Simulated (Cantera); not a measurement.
A closed system holds: 1 mol V2O3, 2.6 mol H2, held at 1623 K and 420 Pa.

Method: chemical equilibrium by Gibbs-energy minimisation in Cantera with the NASA 1993 tables (ideal gas, pure condensed phases). Candidate condensed phases: H2O, V, VO, V2O3, V2O4, V2O5; 12 gas species. Mutual solubility and eutectic melting of coexisting phases are not modelled. VO: taken at fixed stoichiometry. Condensed phases not in the tables: the oxides between V2O3 and V2O5 other than VO2. Kinetics and transport are ignored.

Base state: H2 0.992, H2O 0.00681, H 0.00106 (mole fractions); condensed: VO(s) + V2O3(s).

What changes in the equilibrium state with this change: pressure from 420 Pa to 110000 Pa?


```csv
species,before,after
H2,0.992,0.993
H2O,0.00681,0.00682
H,0.00106,6.57e-5
"VO(s), mol",0.0354,0.0355
"V2O3(s), mol",0.982,0.982
```
